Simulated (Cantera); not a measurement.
An adiabatic, constant-volume homogeneous reactor starts with 60.1 % CO, 5.11 % H2, 7.33 % O2, 27.5 % N2, at 975 K and 458 Torr.

Model: GRI-Mech 3.0 (53 species, 325 reactions), integrated in Cantera.

x: mole fraction; the columns are a selection and need not sum to one.

```
t (s)     T (K)  P (bar)   x CO    x H2     x O2         x O       x HO2       x H2O        x NO
--------  -----  -------  -----  ------  -------  ----------  ----------  ----------  ----------
1.00e-6     975    0.610  0.601  0.0511   0.0733    1.54e-11      <1e-12      <1e-12      <1e-12
3.63e-6     975    0.610  0.601  0.0511   0.0733    5.12e-11    3.43e-12    1.59e-12      <1e-12
1.32e-5     975    0.610  0.601  0.0511   0.0733    1.45e-10    2.76e-11    2.57e-11      <1e-12
4.79e-5     975    0.610  0.601  0.0511   0.0733    3.94e-10    5.11e-10    3.60e-10      <1e-12
0.000174    975    0.610  0.601  0.0511   0.0733     2.66e-9     1.31e-8     8.30e-9      <1e-12
0.000632    975    0.610  0.601  0.0510   0.0733  (withheld)  (withheld)  (withheld)      <1e-12
0.00230    2363     1.37  0.521  0.0221  3.96e-5     6.70e-5     1.07e-8      0.0310     4.91e-5
0.00835    2375     1.38  0.521  0.0224  1.43e-5     2.45e-5     4.62e-9      0.0315  (withheld)
0.0303     2374     1.38  0.521  0.0224  1.43e-5     2.44e-5     4.61e-9      0.0315     7.31e-5
0.110      2374     1.38  0.521  0.0224  1.42e-5     2.44e-5     4.60e-9      0.0315     9.08e-5
0.400      2374     1.38  0.521  0.0224  1.42e-5     2.44e-5     4.60e-9      0.0315     9.23e-5
```

Q: Complete the blanks.

A: 
- 0.000632, x O: 1.08e-6
- 0.000632, x HO2: 6.25e-6
- 0.000632, x H2O: 4.98e-6
- 0.00835, x NO: 5.66e-5
